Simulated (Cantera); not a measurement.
Feed: 1 mol CH4, 1.6 mol NH3, 1.4 mol N2, at 0.533 Torr.

Equilibrium computed with Cantera from the NASA thermochemical tables; the gas is ideal and each condensed phase is pure. Candidate condensed phases: C, C6H6, C7H8, C8H18; 92 gas species. Equilibrium is a limit: real reactors are often held back by kinetics, nucleation or transport.

Task: Which condensed phases are stable at each of these points (T (K)): 2673, 2723, 2773, 2823, 2873, 2923, 2973?

Result: 
```csv
T (K),condensed phases,C condensed (%)
2673,C(graphite),37.5
2723,C(graphite),3.9
2773,gas only,0.0
2823,gas only,0.0
2873,gas only,0.0
2923,gas only,0.0
2973,gas only,0.0
```

From 2673 K to 2723 K the condensed part is C(graphite). From 2773 K to 2973 K nothing is condensed.
